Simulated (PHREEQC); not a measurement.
Solution (85 °C): 0.0023 mol/kgw AgNO3, 0.00038 mol/kgw NaNO3 and 0.002 mol/kgw Zn(NO3)2. Closed to the air; pH follows from the charge balance.

Model: ion-association model, wateq4f.dat, run in PHREEQC.

```json
[
 {"quantity": "pH", "before": "5.09", "after": "5.53"},
 {"quantity": "ZnOH+ (mol/kgw)", "before": "8.82e-6", "after": "2.92e-6"},
 {"quantity": "SI of Zincite(c) (ZnO)", "before": "-1.15", "after": "-1.16"}
]
```

Q: What was changed between the two runs?
(A) NaNO3 replaced by NaAlO2 at the same molality
(B) AgNO3 from 0.0023 to 0.00207 mol/kgw
(C) 0.00053 mol/kgw Na2SO4 added
(D) diluted 10-fold with water
(E) NaNO3 from 0.00038 to 0.00076 mol/kgw

A: D, diluted 10-fold with water

This is a speciation only: nothing precipitates in the calculation. At this temperature some constants are extrapolated from 25 °C, and those without enthalpy data are left unchanged.
